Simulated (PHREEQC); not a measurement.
Make-up at 40 °C: 0.031 mol/kgw HF, 0.00014 mol/kgw (CH3)4NF, 0.00061 mol/kgw H4SiO4 and 0.004 mol/kgw HCl. Closed to the air; pH follows from the charge balance.

Equilibrium calculation in PHREEQC: ion-association model, phreeqc.dat.

Precipitation was switched off in this run.

Task: What pH, ionic strength does the model give?

Result: pH 2.17; ionic strength 0.00811 mol/kgw.

Task: In which forms is F present?

Result: HF 80 %, SiF6-2 12 %, F- 6.6 %, HF2- 1.4 % of the F.

Species that the database lacks are ignored. (CH3)4N+ isn't in the database: it is added as a free cation with an ion size of 4 Å. At this temperature some constants are extrapolated from 25 °C, and those without enthalpy data are left unchanged. SiF6-2 is the database's only silicon fluoride.
